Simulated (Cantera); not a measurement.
Mixture: CH4 : CO : O2 : N2 = 1 : 1.3 : 2.65 : 7.68 (molar parts), at 3750 Torr, adiabatic and at constant pressure. Ignition delay is the time to a rise of 400 K.

Model: GRI-Mech 3.0 (53 species, 325 reactions), integrated in Cantera.

Task: What does this change do: pressure from 3750 Torr to 1050 Torr?

Result: 
```json
[
 {"quantity": "delay at 1023 K", "before": "0.270 s", "after": "0.847 s"},
 {"quantity": "delay at 1173 K", "before": "20.2 ms", "after": "58.6 ms"},
 {"quantity": "delay at 1323 K", "before": "2.39 ms", "after": "6.27 ms"},
 {"quantity": "delay at 1473 K", "before": "0.398 ms", "after": "0.998 ms"},
 {"quantity": "delay at 1623 K", "before": "92.1 µs", "after": "0.244 ms"},
 {"quantity": "apparent activation energy between 1473 and 1623 K", "before": "190 kJ/mol", "after": "190 kJ/mol"}
]
```

Task: What does this change do: constant volume in place of constant pressure?

Result: 
```csv
quantity,before,after
delay at 1023 K,0.270 s,0.250 s
delay at 1173 K,20.2 ms,18.6 ms
delay at 1323 K,2.39 ms,2.21 ms
delay at 1473 K,0.398 ms,0.370 ms
delay at 1623 K,92.1 µs,86.1 µs
apparent activation energy between 1473 and 1623 K,190 kJ/mol,190 kJ/mol
```
